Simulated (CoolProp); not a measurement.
Ethylene at several states: density (kg/m³) from the reference equation and from simpler models built on Tc = 282.4 K, pc = 5.042 MPa, ω = 0.087; each cubic takes its own stable root.

The numbers come from the reference Helmholtz-energy equation of state, Smukala 2000 in CoolProp.

| T (K) | p (MPa) | phase | reference | van der Waals | Redlich-Kwong | Peng-Robinson |
|---|---|---|---|---|---|---|
| 177.7 | 0.559 | liquid | 556.1 | 11.89 | ? | 605.3 |
| 423.1 | 0.0221 | gas | 0.1763 | 0.1763 | 0.1763 | 0.1763 |
| 448.1 | 0.0187 | gas | 0.1408 | 0.1409 | 0.1408 | 0.1409 |
| 409.7 | 2.15 | gas | 18.49 | 18.63 | 18.56 | 18.64 |
| 120.7 | 15.7 | liquid | 641.7 | ? | 618.3 | 689.7 |
| 399.3 | 5.76 | supercritical | ? | 57.16 | ? | 56.51 |

### Question
What belongs in the gaps?

### Answer

- 177.7, Redlich-Kwong: 534.2
- 120.7, van der Waals: 421.3
- 399.3, reference: 55.48
- 399.3, Redlich-Kwong: 56.02

At some of these states van der Waals gives the other phase, because its saturation line lies elsewhere.
